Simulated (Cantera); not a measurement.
Silicon etching in halogen gases: Si + HCl + H2 + F2

A closed system holds: 1 mol Si, 21 mol HCl, 0.16 mol H2, a varied amount of F2, equilibrated at 277 °C and 100000 Pa.

Equilibrium computed with Cantera from the NASA thermochemical tables; the gas is ideal and each condensed phase is pure. Candidate condensed phases: Si; 37 gas species. Equilibrium is a limit: real reactors are often held back by kinetics, nucleation or transport.

```tsv
n(F2) (mol)	x HCl	x HF	x H2	x Cl2	x SiF4	x SiCl4
0.8	0.887	2.44e-6	0.0649	<1e-12	0.0191	0.0286
0.95	0.895	2.65e-6	0.0573	<1e-12	0.0225	0.0249
1.1	0.903	2.88e-6	0.0499	<1e-12	0.0259	0.0212
1.4	0.918	3.45e-6	0.0353	<1e-12	0.0325	0.0139
1.6	0.928	3.99e-6	0.0257	<1e-12	0.0368	0.00919
2	0.948	2.62e-5	0.00722	<1e-12	0.0451	6.55e-6
2.4	0.910	0.0355	<1e-12	0.0106	0.0443	<1e-12
2.8	0.859	0.0697	<1e-12	0.0279	0.0436	<1e-12
3.4	0.786	0.119	<1e-12	0.0526	0.0424	<1e-12
```
x: gas mole fraction; nothing condenses.

From 0.8 mol F2 to 3.4 mol F2 nothing is condensed. The main Si-bearing gas is SiCl4 at 0.8 mol F2 and SiF4 at 3.4 mol F2.
